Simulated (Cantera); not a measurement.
Boron, boron nitride and boron oxide: B2H6 + N2 + H2

Input: 1 mol B2H6, 5.2 mol N2, 0.32 mol H2, at 2423.15 K.

These are equilibrium values from Cantera (NASA tables, ideal gas, pure condensed phases), not measurements of a reactor. Candidate condensed phases: B, BN; 15 gas species. The feed counts by its element totals alone. The tables' values for BH2 are old estimates; treat these amounts as uncertain. The numbers say what is thermodynamically allowed, not how fast it happens.

```
P (Pa)   x N2    x H2     x H       x B     x BH2  n B(l)  n BN(s)
------  -----  ------  ------  --------  --------  ------  -------
10      0.395  0.0513   0.402     0.151   6.09e-5       0        0
37      0.444   0.122   0.322     0.109  0.000388   0.703        0
140     0.524   0.222   0.223    0.0289  0.000706    1.70        0
520     0.565   0.293   0.133   0.00779  0.000931    1.92        0
1900    0.586   0.336  0.0746   0.00213   0.00107    1.97        0
7200    0.547   0.409  0.0423  0.000449   0.00104       0     1.99
27000   0.552   0.425  0.0223   6.15e-5  0.000553       0     2.00
100000  0.555   0.433  0.0117   8.60e-6  0.000292       0     2.00
```
x: gas mole fraction; n: condensed amount in mol.

At 10.0 Pa nothing is condensed. From 37.0 Pa to 19.0 mbar the condensed part is B(l). From 72.0 mbar to 1.00 bar the condensed part is BN(s). The share of B in condensed phases is highest at 1.00 bar (99.9 %) and lowest at 10.0 Pa (0.0 %).
